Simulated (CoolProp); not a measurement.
Sulfur hexafluoride at 578.35 K and 5.02 MPa flows at 1.9 m/s in a round tube of 2 mm bore and 45 µm roughness, fully developed (64/Re and Nu = 3.66 if laminar; Colebrook and Gnielinski if turbulent). Each further row changes one setting.

Model: reference Helmholtz-energy equation of state, Guder 2009, in CoolProp.

| case | Reynolds number | Darcy friction factor | pressure drop (Pa/m) | heat-transfer coefficient (W/(m² K)) | mass flow (kg/h) |
|---|---|---|---|---|---|
| as stated | 20600 | … | 7450 | 2240 | 3.37 |
| velocity 3.8 m/s | 41300 | 0.0518 | 29300 | 4500 | 6.74 |
| diameter 4 mm | 41300 | 0.0408 | 2890 | … | … |

Q: Some entries are withheld; supply them.

A: 
- as stated, Darcy friction factor: 0.0526
- diameter 4 mm, heat-transfer coefficient (W/(m² K)): 1720
- diameter 4 mm, mass flow (kg/h): 13.5

Viscosity comes from a separate model (Quiñones-Cisneros 2012). Thermal conductivity comes from a separate model (Assael 2012).
